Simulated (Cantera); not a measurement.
A closed system holds: 1 mol Al(CH3)3, 4.7 mol N2O, 23 mol N2, held at 1498.15 K and 0.0100 bar.

These are equilibrium values from Cantera (NASA tables, ideal gas, pure condensed phases), not measurements of a reactor. Candidate condensed phases: Al, AlN, Al2O3, C, C6H6, C7H8, C8H18, H2O; 148 gas species. The feed counts by its element totals alone. Kinetics and transport are ignored.

Base state: N2 0.787, H2 0.123, CO 0.0840, H2O 0.00449, CO2 0.00119, H 6.05e-5 (mole fractions); condensed: Al2O3(s).

**Question.** What changes in the equilibrium state with this change: temperature from 1498.15 K to 1100 K?

**Answer.** 
| species | before | after |
|---|---|---|
| N2 | 0.787 | 0.787 |
| H2 | 0.123 | 0.124 |
| CO | 0.0840 | 0.0830 |
| CO2 | 0.00119 | 0.00225 |
| H2O | 0.00449 | 0.00343 |
| H | 6.05e-5 | 9.12e-8 |
| Al2O3(s), mol | 0.500 | 0.500 |
